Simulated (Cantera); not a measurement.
Input: 1 mol Fe(CO)5, 0.025 mol O2, 20 mol N2, at 1350 K and 133 Pa.

Equilibrium computed with Cantera from the NASA thermochemical tables; the gas is ideal and each condensed phase is pure. Candidate condensed phases: C, Fe, Fe(CO)5, FeO, Fe2O3, Fe3O4; 27 gas species. The numbers say what is thermodynamically allowed, not how fast it happens.

Base state: N2 0.800, CO 0.198, CO2 0.00200 (mole fractions); condensed: Fe(γ).

What changes in the equilibrium state with this change: temperature from 1350 K to 750 K?


```tsv
species	before	after
N2	0.800	0.815
CO	0.198	0.165
CO2	0.00200	0.0202
Fe(γ), mol	1.000	0
C(graphite), mol	0	0.447
Fe(α), mol	0	1.00
```
Condensed phases not in the tables: cementite and carbon dissolved in iron.
